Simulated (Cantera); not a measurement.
Sublimation and decomposition of ceramics: AlN + C + N₂

Feed: 1 mol AlN, 0.0067 mol C, 5.6 mol N₂, at 10.0 Torr.

These are equilibrium values from Cantera (NASA tables, ideal gas, pure condensed phases), not measurements of a reactor. Candidate condensed phases: Al, AlN, C; 16 gas species. Equilibrium is a limit: real reactors are often held back by kinetics, nucleation or transport.

From 1150 °C to 1750 °C the condensed part is AlN(s) + C(graphite). From 1950 °C to 2150 °C the condensed part is C(graphite). From 2350 °C to 2750 °C nothing is condensed.

```csv
T (°C),x N₂,x Al,x CN,x N,x C,x C₂N₂,x Al₂,x C₃,n AlN(s),n C(graphite)
1150,1.00,2.53e-9,1.18e-10,<1e-12,<1e-12,8.92e-10,<1e-12,<1e-12,1.00,0.00670
1350,1.000,1.92e-6,1.12e-8,9.65e-12,<1e-12,2.32e-8,<1e-12,<1e-12,1.000,0.00670
1550,1.000,0.000333,3.87e-7,4.74e-10,3.47e-11,2.94e-7,1.24e-9,1.72e-11,0.998,0.00669
1750,0.979,0.0207,6.51e-6,1.07e-8,3.73e-9,2.21e-6,1.55e-6,3.64e-9,0.880,0.00664
1950,0.859,0.141,6.20e-5,1.31e-7,1.72e-7,1.03e-5,2.83e-5,2.87e-7,0,0.00610
2150,0.859,0.141,0.000427,1.12e-6,4.19e-6,4.14e-5,1.30e-5,1.08e-5,0,0.00279
2350,0.858,0.141,0.000834,6.95e-6,2.38e-5,1.95e-5,6.75e-6,1.27e-5,0,0
2550,0.858,0.141,0.000859,3.32e-5,6.14e-5,3.47e-6,3.84e-6,2.85e-6,0,0
2750,0.858,0.141,0.000807,0.000129,0.000128,6.52e-7,2.35e-6,5.92e-7,0,0
```
x: gas mole fraction; n: condensed amount in mol.
